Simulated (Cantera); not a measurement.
Cantera run, input and output.

```python
import numpy as np
import cantera as ct

gas = ct.Solution("gri30.yaml")
gas.TPX = 550, 100000, {'C3H8': 1, 'O2': 8.47, 'N2': 31.9}
inlet = ct.Reservoir(gas, clone=True)
gas.equilibrate("HP")  # start burning
reactor = ct.IdealGasConstPressureReactor(gas, energy="on", clone=False)
exhaust = ct.Reservoir(gas, clone=True)
tau = [0.021, 0.0096, 0.0043, 0.0019, 0.00087, 0.00039, 0.00018, 7.9e-05, 3.6e-05, 1.6e-05][0]
for a, b in ((inlet, reactor), (reactor, exhaust)):
    ct.MassFlowController(a, b, mdot=lambda t: reactor.mass / tau)
net = ct.ReactorNet([reactor])
show = ['C3H8', 'O2', 'H2O2', 'OH', 'H']

rows = []
print(f"{'tau/s':>10s}{'T/K':>9s}" + "".join(f"{s:>11s}" for s in show))
for tau in [0.021, 0.0096, 0.0043, 0.0019, 0.00087, 0.00039, 0.00018, 7.9e-05, 3.6e-05, 1.6e-05]:
    net.initial_time = 0.0
    net.advance(30 * tau)
    before = gas.X
    net.advance(40 * tau)
    drift = np.max(np.abs(gas.X - before) / (gas.X + 1e-9))
    rows.append([gas.T, *gas[show].X, drift])
    print(f"{tau:10.3e}{gas.T:9.1f}" + "".join(f"{x:11.3e}" for x in gas[show].X))
```

Output:

```
     tau/s      T/K       C3H8         O2       H2O2         OH          H
 2.100e-02   1855.5  1.835e-06  8.176e-02  1.094e-07  2.408e-03  1.175e-04
 9.600e-03   1842.1  3.132e-06  8.195e-02  1.471e-07  2.945e-03  2.323e-04
 4.300e-03   1821.9  5.378e-06  8.234e-02  1.993e-07  3.539e-03  4.518e-04
 1.900e-03   1792.2  9.460e-06  8.308e-02  2.724e-07  4.113e-03  8.384e-04
 8.700e-04   1752.8  1.700e-05  8.439e-02  3.712e-07  4.518e-03  1.396e-03
 3.900e-04   1697.2  3.434e-05  8.698e-02  5.244e-07  4.616e-03  2.082e-03
 1.800e-04   1617.8  8.504e-05  9.237e-02  7.892e-07  4.100e-03  2.472e-03
 7.900e-05    550.0  2.417e-02  2.047e-01  3.479e-18  1.429e-25 -2.604e-29
 3.600e-05    550.0  2.417e-02  2.047e-01  7.402e-20  3.059e-27 -2.887e-31
 1.600e-05    550.0  2.417e-02  2.047e-01  3.898e-22  2.084e-29  1.787e-32
```

Computed with Cantera and GRI-Mech 3.0 (53 species, 325 reactions). GRI-Mech 3.0 was tuned for natural gas; its chemistry of propane as a main component is partial and can be far from experiment.
